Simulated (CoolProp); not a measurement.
Saturated liquid density (kg/m³) of sulfur hexafluoride: the reference equation beside estimates from Tc = 45.6 °C, pc = 37.55 bar, ω = 0.210.

Computed with CoolProp (reference Helmholtz-energy equation of state, Guder 2009).

| T (°C) | reference | Redlich-Kwong | Soave-Redlich-Kwong |
|---|---|---|---|
| -28.05 | 1733 | 1576 | 1636 |
| -23.15 | 1705 | 1543 | 1603 |
| -18.15 | 1676 | 1507 | 1567 |
| -13.25 | 1646 | 1471 | 1531 |
| -8.25 | 1614 | 1432 | 1491 |
| -3.35 | 1582 | 1392 | 1451 |
| 1.55 | 1547 | 1350 | 1407 |
| 6.55 | 1509 | 1304 | 1360 |
| 11.45 | 1470 | 1257 | 1311 |
| 16.45 | 1426 | 1205 | 1256 |

Absolute difference from the reference over all 10 rows, mean and median: Redlich-Kwong 11.9 and 11.6 %, Soave-Redlich-Kwong 8.3 and 8.0 %.
